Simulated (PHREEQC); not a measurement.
## Copper plating or etch bath (model solution)

Consider water at 20 °C with 110 mmol/kgw Cu(NO3)2, 1.1 mmol/kgw HNO3 and 0.098 mmol/kgw FeCl3. Closed to the air; pH follows from the charge balance.

Computed with PHREEQC (ion-association model, wateq4f.dat).

Precipitation was switched off in this run.

Estimate the pH.

pH 3.04.

In which forms is Fe present?

FeOH+2 63 %, Fe+3 28 %, Fe(OH)2+ 6.5 %, Fe2(OH)2+4 2.3 % of the Fe.

Saturation is exceeded, for instance for Hematite (slow to form), Goethite (slow to form); the values hold only as long as no solid forms.
